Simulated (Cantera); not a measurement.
What does this Cantera script print?

```python
import numpy as np
import cantera as ct

gas_names = [...]  # 109 gases of nasa_gas.yaml made of C, Cl, H, Si
cond_names = """
    C(gr) C6H6(L) C7H8(L) C8H18(L),n-octa Si(cr) Si(L) SiC(b)
""".split()


# ... load() reads the species with a 1 bar reference pressure and builds the phases ...
atoms = {
    'SiHCl3': {'Si': 1, 'H': 1, 'CL': 3},
    'C2H4': {'C': 2, 'H': 4},
    'H2': {'H': 2},
}
top_T = {'C(gr)': 4500, 'SiC(b)': 3050}  # K; cautious upper limits of use, not melting points


# ... equilibrate(T, P, feed) seeds the gas with the atoms and calls Mixture.equilibrate('TP', solver="vcs", rtol=1e-11, max_steps=5000) ...
results = []
T = 2150  # K
P = 1000  # Pa
for m in [7.1, 9.9, 14, 19, 27, 38, 53, 74, 100, 150, 200, 280, 400]:
    feed = {'SiHCl3': 1, 'C2H4': 0.037, 'H2': m}  # mol
    mix = equilibrate(T, P, feed)
    results.append((T, P, feed, dict(zip(mix.species_names, mix.species_moles))))

top = {s: max(r[3][s] / sum(r[3][g] for g in gas_names) for r in results) for s in gas_names}
cols = sorted((s for s in top if top[s] > 1e-05), key=lambda s: -top[s])[:9]
seen = [c for c in cond_names if any(r[3].get(c, 0) > 1e-12 for r in results)]
print("log10 of partial pressures in bar; condensed amounts in mol")
print(f"{'n(H2)':>10s}" + "".join(f"{s[:9]:>10s}" for s in cols + seen))
for T, P, feed, n in results:
    ng = sum(n[g] for g in gas_names)
    print(f"{feed['H2']:10.4g}" + "".join(f"{np.log10(max(n[s] / ng * P / 1e5, 1e-99)):10.3f}" for s in cols)
          + "".join(f"{n.get(c, 0):10.4g}" for c in seen))
```

Output:

```
log10 of partial pressures in bar; condensed amounts in mol
     n(H2)        H2       HCL     SiCL2         H        Si        CL      SiCL      Si2C       SiH    SiC(b)
       7.1    -2.156    -2.786    -3.166    -3.453    -3.706    -4.219    -4.233    -5.013    -5.094   0.06407
       9.9    -2.126    -2.863    -3.337    -3.438    -3.694    -4.310    -4.313    -5.002    -5.068   0.06071
        14    -2.102    -2.947    -3.540    -3.426    -3.704    -4.407    -4.419    -5.011    -5.065   0.05648
        19    -2.085    -3.027    -3.743    -3.417    -3.730    -4.495    -4.533    -5.038    -5.083   0.05215
        27    -2.069    -3.126    -4.007    -3.409    -3.780    -4.602    -4.690    -5.088    -5.125   0.04647
        38    -2.057    -3.231    -4.298    -3.403    -3.848    -4.713    -4.870    -5.156    -5.188   0.03997
        53    -2.047    -3.343    -4.614    -3.399    -3.933    -4.830    -5.071    -5.241    -5.267   0.03173
        74    -2.040    -3.463    -4.962    -3.395    -4.032    -4.954    -5.294    -5.339    -5.362   0.01865
       100    -2.035    -3.579    -5.295    -3.392    -4.128    -5.072    -5.509    -5.448    -5.457         0
       150    -2.030    -3.742    -5.768    -3.390    -4.271    -5.237    -5.817    -5.754    -5.597         0
       200    -2.027    -3.860    -6.117    -3.388    -4.379    -5.358    -6.046    -5.995    -5.704         0
       280    -2.024    -4.002    -6.534    -3.387    -4.511    -5.500    -6.320    -6.298    -5.834         0
       400    -2.023    -4.153    -6.984    -3.386    -4.656    -5.653    -6.617    -6.640    -5.978         0
```

Cantera equilibrium calculation (NASA polynomials, part measured and part estimated; ideal gas, pure solids and liquids). The tables' values for SiCl, SiCl3 are old estimates; treat these amounts as uncertain. Gases not in the tables: Si2H6 and higher silanes.
